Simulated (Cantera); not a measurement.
An isothermal, constant-pressure homogeneous reactor starts with C₂H₆ : N₂ = 1 : 20 (molar parts), at 1825 K and 100000 Pa. Integrator tolerance rtol = 1e-08.

Computed with Cantera and GRI-Mech 3.0 (53 species, 325 reactions). GRI-Mech 3.0 stops at C3 and has no aromatics, soot or wall deposition, so with more carbon than oxygen in the feed, carbon stays in small species such as C2H2 where larger ones or solid carbon would form.

What does this change do: C2H6 1 to 9.4 parts?


| quantity | before | after |
|---|---|---|
| x(C₂H₆) at 10.0 s | 7.15e-9 (gas-phase equilibrium 2.01e-9) | 6.29e-7 (gas-phase equilibrium 4.19e-7) |
| x(C₂H₂) at 10.0 s | 0.0432 (gas-phase equilibrium 0.0120) | 0.192 (gas-phase equilibrium 0.127) |
| x(C₂H₄) at 10.0 s | 7.32e-5 (gas-phase equilibrium 2.04e-5) | 0.00144 (gas-phase equilibrium 0.000957) |
| x(CH₂) at 10.0 s | 1.33e-8 (gas-phase equilibrium 7.04e-9) | 5.92e-8 (gas-phase equilibrium 4.82e-8) |
| x(H₂) at 10.0 s | 0.0864 (gas-phase equilibrium 0.0867) | 0.383 (gas-phase equilibrium 0.385) |
| x(C₂H) at 10.0 s | 6.33e-7 (gas-phase equilibrium 1.76e-7) | 1.34e-6 (gas-phase equilibrium 8.82e-7) |

What does this change do: C2H6 1 to 9 parts?


| quantity | before | after |
|---|---|---|
| x(C₂H₆) at 10.0 s | 7.15e-9 (gas-phase equilibrium 2.01e-9) | 5.96e-7 (gas-phase equilibrium 3.92e-7) |
| x(C₂H₂) at 10.0 s | 0.0432 (gas-phase equilibrium 0.0120) | 0.189 (gas-phase equilibrium 0.123) |
| x(C₂H₄) at 10.0 s | 7.32e-5 (gas-phase equilibrium 2.04e-5) | 0.00139 (gas-phase equilibrium 0.000913) |
| x(CH₂) at 10.0 s | 1.33e-8 (gas-phase equilibrium 7.04e-9) | 5.82e-8 (gas-phase equilibrium 4.71e-8) |
| x(H₂) at 10.0 s | 0.0864 (gas-phase equilibrium 0.0867) | 0.376 (gas-phase equilibrium 0.378) |
| x(C₂H) at 10.0 s | 6.33e-7 (gas-phase equilibrium 1.76e-7) | 1.33e-6 (gas-phase equilibrium 8.65e-7) |
